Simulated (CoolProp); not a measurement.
R1224YDZ along the isotherm 473.1 K: density (kg/m³) from the reference equation and from simpler models built on Tc = 428.7 K, pc = 3.334 MPa, ω = 0.325; each cubic takes its own stable root.

Values from CoolProp's reference Helmholtz-energy equation of state, Akasaka 2023.

```tsv
p (MPa)	phase	reference
0.105	gas	3.995
0.24	gas	9.224
0.546	gas	21.49
1.24	gas	51.75
2.83	gas	139.3
6.44	supercritical	596.5
14.6	supercritical	919.6
33.3	supercritical	1095
```

Task: How far does each simpler model (ideal gas, van der Waals, Redlich-Kwong, Soave-Redlich-Kwong, Peng-Robinson) lie from the reference over these 8 states: mean and median of the absolute difference, and the worst?

Result: 
- ideal gas: mean 19.2 %, median 12.2 %, worst -59.2 % at 473.1 K and 6.44 MPa
- van der Waals: mean 7.7 %, median 0.8 %, worst -25.3 % at 473.1 K and 33.3 MPa
- Redlich-Kwong: mean 2.7 %, median 1.4 %, worst -7.8 % at 473.1 K and 14.6 MPa
- Soave-Redlich-Kwong: mean 4.5 %, median 0.6 %, worst -17.4 % at 473.1 K and 6.44 MPa
- Peng-Robinson: mean 2.8 %, median 1.7 %, worst -11.5 % at 473.1 K and 6.44 MPa
